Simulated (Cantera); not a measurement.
An isothermal, constant-pressure homogeneous reactor starts with H2 : O2 : N2 = 0.62 : 1 : 19 (molar parts), equivalence ratio 0.31, at 1173 K and 0.220 bar.

Computed with Cantera and the H2/O2 subset of GRI-Mech 3.0, which has no nitrogen chemistry.

x: mole fraction; the columns are a selection and need not sum to one.

| t (s) | x H2 | x O2 | x O | x OH | x HO2 | x H2O2 |
|---|---|---|---|---|---|---|
| 8.00e-6 | 0.0301 | 0.0485 | 6.30e-12 | 5.29e-12 | 1.05e-10 | <1e-12 |
| 5.31e-5 | 0.0301 | 0.0485 | 1.99e-10 | 1.17e-10 | 7.15e-10 | <1e-12 |
| 0.000352 | 0.0301 | 0.0485 | 8.87e-8 | ___ | 1.98e-8 | 4.83e-11 |
| 0.00234 | 0.00126 | 0.0340 | 0.00223 | ___ | 3.66e-6 | 3.49e-7 |
| 0.0155 | 2.82e-5 | 0.0339 | 4.22e-5 | ___ | 1.01e-6 | 1.23e-7 |
| 0.103 | 7.13e-7 | 0.0340 | 1.32e-6 | ___ | 5.36e-8 | 9.09e-9 |
| 0.684 | 5.58e-8 | 0.0340 | 1.20e-7 | ___ | 5.13e-9 | 9.92e-10 |
| 4.54 | 7.45e-9 | 0.0340 | 1.68e-8 | ___ | 1.12e-9 | 1.46e-10 |
| 30.1 | 2.60e-9 | 0.0340 | 5.66e-9 | 1.07e-6 | 9.50e-10 | 5.06e-11 |
| 200 | 2.54e-9 | 0.0340 | 5.53e-9 | 1.06e-6 | 9.52e-10 | 4.94e-11 |

Fill in the missing entries.


- 0.000352, x OH: 4.76e-8
- 0.00234, x OH: 0.000731
- 0.0155, x OH: 9.16e-5
- 0.103, x OH: 1.64e-5
- 0.684, x OH: 4.94e-6
- 4.54, x OH: 1.84e-6
